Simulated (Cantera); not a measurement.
Input: 1 mol K2SO4, 3.6 mol H2, 0.17 mol O2, equilibrated at 0.00133 bar.

Cantera equilibrium calculation (NASA polynomials, part measured and part estimated; ideal gas, pure solids and liquids). Candidate condensed phases: H2O, H2SO4, K, KOH, KO2, K2O, K2O2, K2S, K2SO4, S; 26 gas species. Mutual solubility and eutectic melting of coexisting phases are not modelled. Gases not in the tables: S3 to S7. Rates play no part. All values below are at 1175 K.

Base state: H2O 0.772, H2 0.140, KOH 0.0406, K 0.0220, H2S 0.0112, SO2 0.00681, S2 0.00655, K2SO4 0.000241 (mole fractions); condensed: K2S(s) + K2SO4(s).

**Question.** What changes in the equilibrium state with this change: K2SO4 replaced by Ca(OH)2?

**Answer.** 
```json
[
 {"species": "H2", "before": "0.140", "after": "0.709"},
 {"species": "H2O", "before": "0.772", "after": "0.291"},
 {"species": "KOH", "before": "0.0406", "after": "0"},
 {"species": "K", "before": "0.0220", "after": "0"},
 {"species": "H2S", "before": "0.0112", "after": "0"},
 {"species": "SO2", "before": "0.00681", "after": "0"},
 {"species": "S2", "before": "0.00655", "after": "0"},
 {"species": "K2SO4", "before": "0.000241", "after": "0"},
 {"species": "SH", "before": "9.44e-5", "after": "0"},
 {"species": "SO", "before": "7.15e-5", "after": "0"},
 {"species": "K2S(s), mol", "before": "0.584", "after": "0"},
 {"species": "K2SO4(s), mol", "before": "0.296", "after": "0"},
 {"species": "CaO(s), mol", "before": "0", "after": "1.00"}
]
```
Further candidate phases: Ca, CaO, Ca(OH)2.
